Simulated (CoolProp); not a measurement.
Vapour-liquid equilibrium of octamethyltrisiloxane (MDM) (1) + octamethylcyclotetrasiloxane (D4) (2) at 0.314 bar; x and y are mole fractions of (1).

Values from CoolProp's multi-fluid Helmholtz-energy mixture model, Thol 2017 and Thol 2015; pair parameters Bell 2016.

```csv
x,bubble temperature (K),y at the bubble point,dew temperature at overall composition x (K),liquid density (mol/L)
0.05,406.4,0.099,407.3,2.779
0.125,404.1,0.227,406.0,2.802
0.2,402.1,0.337,404.6,2.824
0.275,400.2,0.433,403.2,2.846
0.35,398.4,0.519,401.8,2.868
0.425,396.8,0.596,400.3,2.890
0.5,395.2,0.665,398.8,2.911
0.575,393.7,0.729,397.2,2.932
0.65,392.2,0.788,395.5,2.954
0.725,390.8,0.841,393.8,2.975
0.8,389.5,0.890,391.9,2.997
0.875,388.2,0.935,389.9,3.018
0.95,386.9,0.975,387.7,3.039
```

No azeotrope shows between x = 0.05 and 0.95.

Pair parameters are fitted to limited data, so mixtures are less certain than the pure fluids.
